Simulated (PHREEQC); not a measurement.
A solution holds 0.0076 mol NH3 and 9.6e-05 mol H4SiO4 per kg of water, at 25 °C. Closed to the air; pH follows from the charge balance.

Equilibrium calculation in PHREEQC: ion-association model, wateq4f.dat.

| quantity | before | after |
|---|---|---|
| pH | 10.50 | 9.67 |
| ionic strength (mol/kgw) | 0.000406 | 0.000403 |
| NH4+ (mol/kgw) | 0.000406 | 0.000403 |
| H3SiO4- (mol/kgw) | 7.93e-5 | 6.04e-5 |
| H4SiO4 (mol/kgw) | 1.65e-5 | 3.55e-5 |
| H2SiO4-2 (mol/kgw) | 1.84e-7 | 1.07e-7 |
| SI of Quartz (SiO2) | -0.80 | -0.87 |

Question: What was changed between the two runs?
A. 0.00045 mol/kgw KCl added
B. temperature from 25 to 55 °C
C. 0.013 mol/kgw Na2SO4 added
D. NH3 replaced by (NH4)2CO3 at the same molality
E. H4SiO4 replaced by K2SiO3 at the same molality

Answer: B, temperature from 25 to 55 °C

Precipitation was switched off in this run. Away from 25 °C the constants follow the database's enthalpies or fits; those with neither stay at their 25 °C values.
